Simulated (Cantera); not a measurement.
# Si₂H₆ + HCl + N₂ (silicon epitaxy and polysilicon growth)

Feed: 1 mol Si₂H₆, 0.24 mol HCl, a varied amount of N₂, at 1398 K and 0.133 bar.

Method: chemical equilibrium by Gibbs-energy minimisation in Cantera with the NASA 1993 tables (ideal gas, pure condensed phases). Candidate condensed phases: NH₄Cl, Si, Si₃N₄; 28 gas species. The feed counts by its element totals alone. N₂ is the only nitrogen source here; it is nearly inert below about 1500 K, so the nitride shown seldom forms there in practice. Equilibrium is a limit: real reactors are often held back by kinetics, nucleation or transport.

| n(N₂) (mol) | x N₂ | x H₂ | x HCl | x SiCl₂ | x H | n Si₃N₄(s) |
|---|---|---|---|---|---|---|
| 7.8 | 0.666 | 0.309 | 0.0247 | 9.08e-6 | 7.20e-6 | 0.667 |
| 24 | 0.875 | 0.116 | 0.00926 | 2.84e-6 | 4.41e-6 | 0.667 |
| 40 | 0.923 | 0.0716 | 0.00572 | 1.69e-6 | 3.47e-6 | 0.667 |
| 56 | 0.944 | 0.0518 | 0.00414 | 1.21e-6 | 2.95e-6 | 0.667 |
| 71 | 0.956 | 0.0411 | 0.00329 | 9.51e-7 | 2.63e-6 | 0.667 |
| 87 | 0.964 | 0.0337 | 0.00270 | 7.76e-7 | 2.38e-6 | 0.667 |
| 100 | 0.968 | 0.0294 | 0.00235 | 6.75e-7 | 2.22e-6 | 0.667 |
| 120 | 0.973 | 0.0246 | 0.00197 | 5.62e-7 | 2.03e-6 | 0.667 |
x: gas mole fraction; n: condensed amount in mol.

From 7.8 mol N₂ to 120 mol N₂ the condensed part is Si₃N₄(s). The main Si-bearing gas is SiCl₂ throughout.
